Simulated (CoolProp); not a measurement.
A Linde-Hampson liquefier for dry air: isothermal reversible compression at 250 K from 1 atm to 30 MPa, throttling to 1 atm, return gas leaving the recuperator 10 K below the feed. Each further row changes one setting.

Values from CoolProp's reference Helmholtz-energy equation of state, Lemmon 2000. It is a pseudo-pure fit of the blend.

```csv
case,liquid yield per pass,compression work (kJ/kg of gas)
as stated,0.142,401
high pressure 60 MPa,0.138,(withheld)
warm-end temperature 280 K,0.099,(withheld)
warm-end gap 15 K,(withheld),401
```

**Question.** Fill in the missing entries.

**Answer.** 
- high pressure 60 MPa, compression work (kJ/kg of gas): 463
- warm-end temperature 280 K, compression work (kJ/kg of gas): 455
- warm-end gap 15 K, liquid yield per pass: 0.130
